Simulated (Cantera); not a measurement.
Equilibrium for silicon etching in halogen gases: Si + HCl

A closed system holds: 1 mol Si, 1.2 mol HCl, equilibrated at 73.0 Pa.

Cantera equilibrium calculation (NASA polynomials, part measured and part estimated; ideal gas, pure solids and liquids). Candidate condensed phases: Si; 19 gas species. The tables' values for SiCl3 are old estimates; treat these amounts as uncertain. Kinetics and transport are ignored.

From 427 °C to 727 °C the condensed part is Si(s). The main Si-bearing gas is SiCl4 throughout.

| T (°C) | x H2 | x SiCl4 | x HCl | x SiHCl3 | x SiCl2 | x SiCl3 | x SiH2Cl2 | n Si(s) |
|---|---|---|---|---|---|---|---|---|
| 427 | 0.658 | 0.319 | 0.00204 | 0.0210 | 4.51e-6 | 6.60e-5 | 9.12e-5 | 0.696 |
| 477 | 0.657 | 0.318 | 0.00462 | 0.0204 | 2.82e-5 | 0.000220 | 9.65e-5 | 0.696 |
| 527 | 0.654 | 0.316 | 0.00942 | 0.0198 | 0.000139 | 0.000629 | 0.000101 | 0.697 |
| 577 | 0.648 | 0.313 | 0.0175 | 0.0192 | 0.000565 | 0.00158 | 0.000103 | 0.699 |
| 627 | 0.639 | 0.307 | 0.0303 | 0.0184 | 0.00195 | 0.00354 | 0.000105 | 0.701 |
| 677 | 0.625 | 0.296 | 0.0488 | 0.0174 | 0.00583 | 0.00718 | 0.000104 | 0.703 |
| 727 | 0.605 | 0.277 | 0.0738 | 0.0160 | 0.0153 | 0.0132 | 9.95e-5 | 0.703 |
x: gas mole fraction; n: condensed amount in mol.
